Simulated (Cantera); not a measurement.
Charge: 1 mol PbO, 0.38 mol H2, at 17.0 Pa.

These are equilibrium values from Cantera (NASA tables, ideal gas, pure condensed phases), not measurements of a reactor. Candidate condensed phases: H2O, Pb, PbO, PbO2, Pb3O4; 12 gas species. Mutual solubility and eutectic melting of coexisting phases are not modelled. The numbers say what is thermodynamically allowed, not how fast it happens.

x: gas mole fraction; n: condensed amount in mol.

| T (K) | x H2O | x Pb | x PbO | x O2 | x H2 | x OH | x Pb2 | n Pb(l) | n PbO(red) | n PbO(yellow) | n PbO(l) |
|---|---|---|---|---|---|---|---|---|---|---|---|
| 675 | 1.000 | 1.99e-6 | 1.61e-10 | <1e-12 | 3.11e-5 | <1e-12 | <1e-12 | 0.380 | 0.620 | 0 | 0 |
| 725 | 1.000 | 1.98e-5 | 5.19e-9 | <1e-12 | 4.22e-5 | <1e-12 | <1e-12 | 0.380 | 0.620 | 0 | 0 |
| 775 | 1.000 | 0.000146 | 1.06e-7 | <1e-12 | 5.55e-5 | … | 5.72e-12 | 0.380 | 0 | 0.620 | 0 |
| 825 | 0.999 | 0.000844 | 1.48e-6 | <1e-12 | 7.13e-5 | … | 1.08e-10 | 0.380 | 0 | 0.620 | 0 |
| 875 | 0.996 | 0.00397 | 1.51e-5 | 1.13e-12 | 8.93e-5 | … | 1.46e-9 | 0.378 | 0 | 0.620 | 0 |
| 925 | 0.984 | 0.0157 | 0.000120 | 2.93e-11 | 0.000109 | … | 1.47e-8 | 0.374 | 0 | 0.620 | 0 |
| 975 | 0.945 | 0.0539 | 0.000763 | 5.40e-10 | 0.000127 | … | 1.16e-7 | 0.358 | 0 | 0.620 | 0 |
| 1025 | 0.832 | 0.164 | 0.00403 | 7.43e-9 | 0.000134 | … | 7.42e-7 | 0.305 | 0 | 0.618 | 0 |
| 1075 | 0.535 | 0.447 | 0.0181 | 7.96e-8 | 0.000102 | … | 3.98e-6 | 0.0627 | 0 | 0.607 | 0 |
| 1125 | 0.465 | 0.465 | 0.0709 | 3.95e-6 | 4.32e-5 | … | 3.19e-6 | 0 | 0 | 0.562 | 0 |
| 1175 | 0.381 | 0.382 | 0.237 | 0.000206 | 1.52e-5 | … | 1.63e-6 | 0 | 0 | 0 | 0.383 |
| 1225 | 0.274 | 0.282 | 0.440 | 0.00373 | 7.29e-6 | … | 6.91e-7 | 0 | 0 | 0 | 0 |

Question: Complete the blanks.

Answer: 
- 775, x OH: 2.39e-12
- 825, x OH: 3.09e-11
- 875, x OH: 2.97e-10
- 925, x OH: 2.23e-9
- 975, x OH: 1.34e-8
- 1025, x OH: 6.42e-8
- 1075, x OH: 2.26e-7
- 1125, x OH: 1.25e-6
- 1175, x OH: 6.40e-6
- 1225, x OH: 2.21e-5
